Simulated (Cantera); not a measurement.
Metals in furnace atmospheres: Fe + H2S + N2

Input: 1 mol Fe, a varied amount of H2S, 49 mol N2, equilibrated at 452 °C and 13300 Pa.

Method: chemical equilibrium by Gibbs-energy minimisation in Cantera with the NASA 1993 tables (ideal gas, pure condensed phases). Candidate condensed phases: Fe, FeS, FeS2, S; 16 gas species. FeS: taken at fixed stoichiometry. Kinetics and transport are ignored.

From 0.057 mol H2S to 0.74 mol H2S the condensed part is Fe(α) + FeS(s). From 1.1 mol H2S to 2.2 mol H2S the condensed part is FeS(s).

```tsv
n(H2S) (mol)	x N2	x H2S	x H2	x NH3	x S2	n Fe(α)	n FeS(s)
0.057	0.999	6.38e-8	0.00116	3.62e-8	<1e-12	0.943	0.0570
0.082	0.998	9.17e-8	0.00167	6.23e-8	<1e-12	0.918	0.0820
0.12	0.998	1.34e-7	0.00244	1.10e-7	<1e-12	0.880	0.120
0.17	0.997	1.90e-7	0.00346	1.85e-7	<1e-12	0.830	0.170
0.25	0.995	2.79e-7	0.00508	3.29e-7	<1e-12	0.750	0.250
0.36	0.993	4.01e-7	0.00729	5.67e-7	<1e-12	0.640	0.360
0.51	0.990	5.66e-7	0.0103	9.50e-7	<1e-12	0.490	0.510
0.74	0.985	8.17e-7	0.0149	1.64e-6	<1e-12	0.260	0.740
1.1	0.978	0.00200	0.0200	2.55e-6	1.18e-9	0	1.00
1.5	0.970	0.00990	0.0198	2.51e-6	2.95e-8	0	1.00
2.2	0.957	0.0234	0.0195	2.44e-6	1.70e-7	0	1.00
```
x: gas mole fraction; n: condensed amount in mol.
